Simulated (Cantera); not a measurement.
Charge: 1 mol BF3, 5.3 mol O2, 0.3 mol H2, held at 2275 K and 12.0 Pa.

Method: chemical equilibrium by Gibbs-energy minimisation in Cantera with the NASA 1993 tables (ideal gas, pure condensed phases). Candidate condensed phases: B, B2O3, B3O3H3, H2O; 43 gas species. The tables' values for BF2 are old estimates; treat these amounts as uncertain. Equilibrium is a limit: real reactors are often held back by kinetics, nucleation or transport.

Base state: O2 0.414, O 0.252, F 0.154, BOF 0.110, HF 0.0669, BF3 0.00176, H 0.000286, OH 0.000175 (mole fractions); condensed: gas only.

Problem. What changes in the equilibrium state with this change: 0.35 mol H2O added?

Solution. 
```csv
species,before,after
O2,0.414,0.418
O,0.252,0.253
HF,0.0669,0.140
F,0.154,0.0780
BOF,0.110,0.109
OH,0.000175,0.000728
H,0.000286,0.00119
BF3,0.00176,0.000441
BF2,6.65e-5,3.29e-5
BOF2,1.47e-5,7.31e-6
```

Problem. What changes in the equilibrium state with this change: pressure from 12.0 Pa to 1.33 mbar?

Solution. 
```tsv
species	before	after
O2	0.414	0.585
F	0.154	0.120
BOF	0.110	0.0982
O	0.252	0.0898
BF3	0.00176	0.0296
HF	0.0669	0.0768
BO	2.97e-5	3.05e-6
BOF2	1.47e-5	0.000113
H	0.000286	3.79e-5
```
